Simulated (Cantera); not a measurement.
A closed system holds: 1 mol FeS₂, 300 mol H₂, 0.68 mol N₂, held at 0.750 Torr.

These are equilibrium values from Cantera (NASA tables, ideal gas, pure condensed phases), not measurements of a reactor. Candidate condensed phases: Fe, FeS, FeS₂, S; 16 gas species. FeS: taken at fixed stoichiometry. The numbers say what is thermodynamically allowed, not how fast it happens. All values below are at 1000 K.

Base state: H₂ 0.994, H₂S 0.00332, N₂ 0.00226 (mole fractions); condensed: FeS(s).

Task: What changes in the equilibrium state with this change: FeS₂ replaced by NiS?

Result: 
```csv
species,before,after
H₂,0.994,0.994
H₂S,0.00332,0.00329
N₂,0.00226,0.00226
"FeS(s), mol",1.00,0
"Ni(s), mol",0,0.983
"Ni₃S₂(s), mol",0,0.00553
```
Metal and sulfide melt together well below either melting point, which pure phases cannot show. Further candidate phases: Ni, NiS, NiS₂, Ni₃S₂, Ni₃S₄.
